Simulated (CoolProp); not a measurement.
Properties of acetone along the isobar 1.15 MPa.

Model: reference Helmholtz-energy equation of state, Lemmon 2006, in CoolProp. It is a short technical equation, of lower accuracy than the large ones.

| T (K) | phase | Z | cv (kJ/(kg K)) | isothermal compressibility (1/MPa) | fugacity coefficient |
|---|---|---|---|---|---|
| 413.4 | liquid | 0.03055 | … | 0.005473 | 0.6835 |
| 427 | gas | 0.7798 | 1.803 | 1.183 | 0.8198 |
| 440.7 | gas | 0.8124 | 1.774 | … | 0.8408 |
| 454.3 | gas | 0.8373 | 1.765 | 1.064 | 0.8582 |
| 468 | gas | 0.8573 | … | 1.031 | … |
| 481.7 | gas | … | 1.779 | 1.007 | 0.8857 |
| 495.3 | gas | 0.8873 | 1.796 | 0.9880 | 0.8966 |
| 509 | gas | … | 1.817 | 0.9730 | 0.9062 |
| 522.7 | gas | 0.9088 | 1.840 | 0.9608 | 0.9145 |
| 536.3 | gas | 0.9173 | 1.865 | 0.9507 | 0.9219 |
| 550 | gas | 0.9248 | … | … | 0.9285 |

Q: What belongs in the gaps?

A: 
- 413.4, cv (kJ/(kg K)): 1.791
- 440.7, isothermal compressibility (1/MPa): 1.110
- 468, cv (kJ/(kg K)): 1.768
- 468, fugacity coefficient: 0.8730
- 481.7, Z: 0.8737
- 509, Z: 0.8988
- 550, cv (kJ/(kg K)): 1.891
- 550, isothermal compressibility (1/MPa): 0.9421
